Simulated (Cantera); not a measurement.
A closed system holds: 1 mol Cu2O, 11 mol CO, at 4.00 mbar.

Method: chemical equilibrium by Gibbs-energy minimisation in Cantera with the NASA 1993 tables (ideal gas, pure condensed phases). Candidate condensed phases: C, Cu, CuO, Cu2O; 15 gas species. Kinetics and transport are ignored.

Problem. Which condensed phases are stable at each of these points (T (K)): 1373, 1423, 1473, 1523, 1573, 1623, 1673, 1723, 1773, 1823, 1873?

Solution. 
```tsv
T (K)	condensed phases	Cu condensed (%)
1373	Cu(l)	99.9
1423	Cu(l)	99.7
1473	Cu(l)	99.3
1523	Cu(l)	98.3
1573	Cu(l)	96.3
1623	Cu(l)	92.2
1673	Cu(l)	84.2
1723	Cu(l)	68.9
1773	Cu(l)	39.6
1823	gas only	0.0
1873	gas only	0.0
```

From 1373 K to 1773 K the condensed part is Cu(l). From 1823 K to 1873 K nothing is condensed.
